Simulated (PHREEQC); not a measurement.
Consider water at 20 °C with 0.0034 mol/kgw BaCl2, 0.00015 mol/kgw NaHCO3 and 0.0015 mol/kgw NaCl. Closed to the air; pH follows from the charge balance.

All values are PHREEQC results (Pitzer model, pitzer.dat), not measurements.

```
quantity              before    after
-------------------  -------  -------
pH                      8.14     7.87
CO2 (mol/kgw)        2.25e-6  3.38e-6
CO3-2 (mol/kgw)      1.21e-6  9.41e-7
SI of Halite (NaCl)    -6.53    -6.57
```

Question: Name the change that produced these shifts.
A. NaHCO3 from 0.00015 to 3e-05 mol/kgw
B. NaCl from 0.0015 to 0.0003 mol/kgw
C. temperature from 20 to 40 °C
D. diluted 5-fold with water
E. NaCl from 0.0015 to 0.00225 mol/kgw

Answer: C, temperature from 20 to 40 °C

No solid was allowed to form. Constants without temperature data keep their 25 °C values here.
